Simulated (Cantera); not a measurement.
Charge: 1 mol TiO2, 4 mol CH4, 0.27 mol CO, equilibrated at 3.30 mbar.

These are equilibrium values from Cantera (NASA tables, ideal gas, pure condensed phases), not measurements of a reactor. Candidate condensed phases: C, C6H6, C7H8, C8H18, H2O, Ti, TiC, TiO, TiO2, Ti2O3, Ti3O5, Ti4O7; 113 gas species. TiC: taken at fixed stoichiometry. Equilibrium is a limit: real reactors are often held back by kinetics, nucleation or transport. All values below are at 1450 K.

Base state: H2 0.779, CO 0.221, H 0.000145 (mole fractions); condensed: C(graphite) + TiC(s).

### Question
What changes in the equilibrium state with this change: TiO2 replaced by Ta2O5?

### Answer
```tsv
species	before	after
H2	0.779	0.718
CO	0.221	0.281
H2O	1.42e-6	0.000485
CO2	1.69e-7	7.97e-5
H	0.000145	0.000140
C(graphite), mol	1.000	0
TiC(s), mol	1.00	0
TaC(s), mol	0	1.14
Ta2O5(s), mol	0	0.428
```
Mutual solubility and eutectic melting of coexisting phases are not modelled. TaC: taken at fixed stoichiometry. Condensed phases not in the tables: Ta2C. Further candidate phases: Ta, TaC, Ta2O5.
